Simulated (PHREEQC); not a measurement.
Dissolve 0.007 mol HF, 0.0012 mol (CH3)4NF and 6.6e-06 mol H4SiO4 per kg of water at 48 °C. It is in equilibrium with CO2 at log p = -3.5 (atm). Otherwise closed; pH follows from the charge balance.

Equilibrium calculation in PHREEQC: ion-association model, phreeqc.dat.

Q: The ionic strength comes out as 0.00240 mol/kgw. What activity coefficients do SiF6-2, F-, H+, HF2- get?

A: SiF6-2 0.80, F- 0.94, H+ 0.95, HF2- 0.95.

Precipitation was switched off in this run. (CH3)4N+ isn't in the database: it is added as a free cation with an ion size of 4 Å. Constants without temperature data keep their 25 °C values here. SiF6-2 is the database's only silicon fluoride.
